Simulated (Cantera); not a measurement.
Input: 1 mol Si, 1.7 mol NF3, 23 mol H2, at 0.00120 bar.

Method: chemical equilibrium by Gibbs-energy minimisation in Cantera with the NASA 1993 tables (ideal gas, pure condensed phases). Candidate condensed phases: Si, Si3N4; 37 gas species. The numbers say what is thermodynamically allowed, not how fast it happens. All values below are at 975 K.

Base state: H2 0.884, HF 0.0433, SiF4 0.0394, N2 0.0335 (mole fractions); condensed: gas only.

Task: What changes in the equilibrium state with this change: NF3 from 1.7 to 2.5 mol?

Result: 
| species | before | after |
|---|---|---|
| H2 | 0.884 | 0.787 |
| HF | 0.0433 | 0.130 |
| N2 | 0.0335 | 0.0463 |
| SiF4 | 0.0394 | 0.0370 |
